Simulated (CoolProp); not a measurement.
Chlorine at 182 K and 0.488 MPa is throttled through a valve to 0.313 MPa with no heat exchange. Each further row changes one setting.

Model: reference Helmholtz-energy equation of state, Thol 2021, in CoolProp.

```tsv
case	temperature change (K)
as stated	[?]
outlet pressure 0.0939 MPa	[?]
outlet pressure 0.407 MPa	[?]
```

Some entries are withheld; supply them.


- as stated, temperature change (K): +0.1
- outlet pressure 0.0939 MPa, temperature change (K): +0.2
- outlet pressure 0.407 MPa, temperature change (K): +0.0
